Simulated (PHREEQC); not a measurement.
Consider water at 25 °C with 0.0025 mol/kgw Na2SeO3. Closed to the air; pH follows from the charge balance.

Computed with PHREEQC (ion-association model, wateq4f.dat).

This is a speciation only: nothing precipitates in the calculation.

Task: What pH, ionic strength does the model give?

Result: pH 9.86; ionic strength 0.00742 mol/kgw.

Task: In which forms is Se present?

Result: SeO3-2 97 %, HSeO3- 3.2 % of the Se.

Species that the database lacks are ignored.
